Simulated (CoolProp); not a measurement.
Vapour-liquid equilibrium of n-butane (1) + cyclohexane (2) at 0.479 MPa; x and y are mole fractions of (1).

Model: multi-fluid Helmholtz-energy mixture model, Bücker 2006 and Zhou 2014; pair parameters Bell 2016, in CoolProp.

### Question
Give the bubble temperature and the first vapour's composition at x = 0.35, 0.65, 0.725. Is there an azeotrope?

### Answer
x = 0.35: 363.9 K, y = 0.798; x = 0.65: 338.5 K, y = 0.948; x = 0.725: 334.2 K, y = 0.964. No azeotrope shows between x = 0.05 and 0.95.

Pair parameters are fitted to limited data, so mixtures are less certain than the pure fluids.
